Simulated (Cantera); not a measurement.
An adiabatic, constant-volume homogeneous reactor starts with 15.7 % CO, 6.58 % H2, 15.8 % O2, 59.7 % N2, 2.19 % H2O, equivalence ratio 0.70, at 1500 K and 3750 Torr.

Detailed kinetics in Cantera: GRI-Mech 3.0 (53 species, 325 reactions). The hydrogen kinetics of GRI-Mech 3.0 are dated; newer H2 mechanisms differ, most at raised pressure.

x: mole fraction; the columns are a selection and need not sum to one.

```tsv
t (s)	T (K)	P (bar)	x CO	x H2	x O2	x NO2	x H	x H2O2	x NO
7.00e-6	2294	7.32	0.0867	0.00746	0.0843	6.21e-8	0.0124	8.49e-7	4.21e-5
1.88e-5	2888	8.87	0.0453	0.00398	0.0673	9.54e-7	0.00292	8.56e-7	0.000873
5.06e-5	2921	8.95	0.0421	0.00371	0.0647	?	0.00253	9.55e-7	?
0.000136	2913	8.92	0.0418	0.00370	0.0618	1.00e-5	0.00246	9.23e-7	0.0101
0.000366	2903	8.88	0.0415	0.00369	0.0584	?	0.00238	8.85e-7	?
0.000984	2899	8.87	0.0414	0.00369	0.0572	1.91e-5	0.00235	8.72e-7	0.0198
0.00265	2899	8.87	0.0414	0.00369	0.0572	1.92e-5	0.00235	8.72e-7	0.0199
0.00711	2899	8.87	0.0414	0.00369	0.0572	1.92e-5	0.00235	8.72e-7	0.0199
0.0191	2899	8.87	0.0414	0.00369	0.0572	1.92e-5	0.00235	8.72e-7	0.0199
0.0514	2899	8.87	0.0414	0.00369	0.0572	1.92e-5	0.00235	8.72e-7	0.0199
0.138	2899	8.87	0.0414	0.00369	0.0572	1.92e-5	0.00235	8.72e-7	0.0199
0.372	2899	8.87	0.0414	0.00369	0.0572	1.92e-5	0.00235	8.72e-7	0.0199
1.00	2899	8.87	0.0414	0.00369	0.0572	1.92e-5	0.00235	8.72e-7	0.0199
```

Some entries are withheld; supply them.


- 5.06e-5, x NO2: 3.94e-6
- 5.06e-5, x NO: 0.00388
- 0.000366, x NO2: 1.69e-5
- 0.000366, x NO: 0.0173
